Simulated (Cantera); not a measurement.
Charge: 1 mol C3H8, 10 mol H2, equilibrated at 2402 °C and 0.00390 bar.

Equilibrium computed with Cantera from the NASA thermochemical tables; the gas is ideal and each condensed phase is pure. Candidate condensed phases: C, C6H6, C7H8, C8H18; 76 gas species. Equilibrium is a limit: real reactors are often held back by kinetics, nucleation or transport.

Base state: H 0.548, H2 0.439, C2H2 (acetylene) 0.00945, C3 0.00161, C2H 0.00120, C 0.000404, C2 0.000154, C4H2 8.45e-5 (mole fractions); condensed: C(graphite).

### Question
What changes in the equilibrium state with this change: pressure from 0.00390 bar to 0.00290 bar?

### Answer
| species | before | after |
|---|---|---|
| H | 0.548 | 0.598 |
| H2 | 0.439 | 0.389 |
| C2H2 (acetylene) | 0.00945 | 0.00838 |
| C2 | 0.000154 | 0.000207 |
| C | 0.000404 | 0.000543 |
| C3 | 0.00161 | 0.00217 |
| C5 | 9.80e-6 | 1.32e-5 |
| C(graphite), mol | 2.47 | 2.45 |
